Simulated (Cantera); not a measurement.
What does this Cantera script print?

```python
import numpy as np
import cantera as ct

gas_names = [...]  # 113 gases of nasa_gas.yaml made of C, H, O, Ti
cond_names = """
    C(gr) C6H6(L) C7H8(L) C8H18(L),n-octa H2O(s) H2O(L) Ti(a) Ti(b) Ti(L) TiC(s) TiC(L) TiO(a) TiO(b)
    TiO(L) TiO2(ru) TiO2(L) Ti2O3(a) Ti2O3(b) Ti2O3(L) Ti3O5(a) Ti3O5(b) Ti3O5(L) Ti4O7(s) Ti4O7(L)
""".split()


# ... load() reads the species with a 1 bar reference pressure and builds the phases ...
atoms = {
    'Ti(OiPr)4': {'Ti': 1, 'C': 12, 'H': 28, 'O': 4},
    'H2O': {'H': 2, 'O': 1},
    'H2': {'H': 2},
}
top_T = {'C(gr)': 4500}  # K; cautious upper limits of use, not melting points


# ... equilibrate(T, P, feed) seeds the gas with the atoms and calls Mixture.equilibrate('TP', solver="vcs", rtol=1e-11, max_steps=5000) ...
results = []
feed = {'Ti(OiPr)4': 1, 'H2O': 7.7, 'H2': 15}  # mol
T = 1173  # K
P = 1333.22  # Pa
mix = equilibrate(T, P, feed)
results.append((T, P, feed, dict(zip(mix.species_names, mix.species_moles))))
print(gas.report(threshold=0.001))
for i in range(1, mix.n_phases):
    print(f"{mix.phase(i).name:16s} {mix.phase_moles(i):12.5e} mol")
```

Output:

```
       temperature   1173 K
          pressure   1333.2 Pa
           density   0.0010388 kg/m^3
  mean mol. weight   7.5994 kg/kmol
   phase of matter   gas

                          1 kg             1 kmol
                     ---------------   ---------------
          enthalpy          3.35e+05        2.5458e+06  J
   internal energy       -9.4837e+05       -7.2071e+06  J
           entropy             29758        2.2614e+05  J/K
    Gibbs function       -3.4571e+07       -2.6272e+08  J
 heat capacity c_p            4160.7             31619  J/K
 heat capacity c_v            3066.6             23304  J/K

                      mass frac. Y      mole frac. X     chem. pot. / RT
                     ---------------   ---------------   ---------------
                CO            0.7911           0.21463           -43.223
                H2           0.20828           0.78511           -22.476
     [ +111 minor]        0.00062609        0.00025772

C(gr)             1.96372e+00 mol
Ti(b)             0.00000e+00 mol
TiC(s)            0.00000e+00 mol
TiO(a)            0.00000e+00 mol
TiO2(ru)          0.00000e+00 mol
Ti2O3(b)          0.00000e+00 mol
Ti3O5(b)          3.33333e-01 mol
Ti4O7(s)          0.00000e+00 mol
```

These are equilibrium values from Cantera (NASA tables, ideal gas, pure condensed phases), not measurements of a reactor. The feed counts by its element totals alone.
